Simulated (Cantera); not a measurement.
# Reactions in the system C-N-O-Ti

Standard-state values (1 bar) from the NASA 1993 polynomials, evaluated with Cantera. Values are per mole of reaction as written; species without (g) are pure solids or liquids, kept so even where they would boil at 1 bar. TiO: taken at fixed stoichiometry.

4 TiO(g) + 3 CO(g) ⇌ 3 C + Ti4O7

```csv
T (K),ΔH° (kJ),ΔS° (J/K),ΔG° (kJ),log10 K
2075,-2870.2,-1015.4,-763.3,19.21
2100,-2865.8,-1013.2,-737.9,18.35
2125,-2861.3,-1011.1,-712.6,17.52
2150,-2856.8,-1009.0,-687.4,16.70
2175,-2852.3,-1007.0,-662.2,15.90
2200,-2847.8,-1004.9,-637.0,15.12
```

2 Ti4O7 + 3 N2(g) ⇌ 8 TiO + 6 NO(g)

```csv
T (K),ΔH° (kJ),ΔS° (J/K),ΔG° (kJ),log10 K
2075,2942.2,515.2,1873.1,-47.15
2100,2940.0,514.2,1860.2,-46.27
2125,2937.8,513.1,1847.4,-45.41
2150,2935.6,512.1,1834.6,-44.57
2175,2933.4,511.1,1821.8,-43.75
2200,2931.2,510.1,1809.0,-42.95
```

2 Ti2O3 + CO2(g) ⇌ Ti4O7 + CO(g)

```json
[
 {"T (K)": "2075", "ΔH° (kJ)": "121.7", "ΔS° (J/K)": "113.4", "ΔG° (kJ)": "-113.6", "log10 K": "2.86", "condensed phases": "Ti2O3(s), Ti4O7(l)"},
 {"T (K)": "2100", "ΔH° (kJ)": "122.6", "ΔS° (J/K)": "113.8", "ΔG° (kJ)": "-116.5", "log10 K": "2.90", "condensed phases": "Ti2O3(s), Ti4O7(l)"},
 {"T (K)": "2125", "ΔH° (kJ)": "-85.8", "ΔS° (J/K)": "15.3", "ΔG° (kJ)": "-118.3", "log10 K": "2.91", "condensed phases": "Ti2O3(l), Ti4O7(l)"},
 {"T (K)": "2150", "ΔH° (kJ)": "-85.1", "ΔS° (J/K)": "15.7", "ΔG° (kJ)": "-118.7", "log10 K": "2.88", "condensed phases": "Ti2O3(l), Ti4O7(l)"},
 {"T (K)": "2175", "ΔH° (kJ)": "-84.3", "ΔS° (J/K)": "16.0", "ΔG° (kJ)": "-119.1", "log10 K": "2.86", "condensed phases": "Ti2O3(l), Ti4O7(l)"},
 {"T (K)": "2200", "ΔH° (kJ)": "-83.6", "ΔS° (J/K)": "16.4", "ΔG° (kJ)": "-119.5", "log10 K": "2.84", "condensed phases": "Ti2O3(l), Ti4O7(l)"}
]
```

2 TiO + NO(g) ⇌ Ti2O3 + N(g)

```json
[
 {"T (K)": "2075", "ΔH° (kJ)": "-131.7", "ΔS° (J/K)": "-70.4", "ΔG° (kJ)": "14.4", "log10 K": "-0.36", "condensed phases": "TiO(l), Ti2O3(s)"},
 {"T (K)": "2100", "ΔH° (kJ)": "-131.6", "ΔS° (J/K)": "-70.3", "ΔG° (kJ)": "16.1", "log10 K": "-0.40", "condensed phases": "TiO(l), Ti2O3(s)"},
 {"T (K)": "2125", "ΔH° (kJ)": "-26.8", "ΔS° (J/K)": "-20.8", "ΔG° (kJ)": "17.4", "log10 K": "-0.43", "condensed phases": "TiO(l), Ti2O3(l)"},
 {"T (K)": "2150", "ΔH° (kJ)": "-26.7", "ΔS° (J/K)": "-20.7", "ΔG° (kJ)": "17.9", "log10 K": "-0.44", "condensed phases": "TiO(l), Ti2O3(l)"},
 {"T (K)": "2175", "ΔH° (kJ)": "-26.5", "ΔS° (J/K)": "-20.7", "ΔG° (kJ)": "18.4", "log10 K": "-0.44", "condensed phases": "TiO(l), Ti2O3(l)"},
 {"T (K)": "2200", "ΔH° (kJ)": "-26.3", "ΔS° (J/K)": "-20.6", "ΔG° (kJ)": "18.9", "log10 K": "-0.45", "condensed phases": "TiO(l), Ti2O3(l)"}
]
```
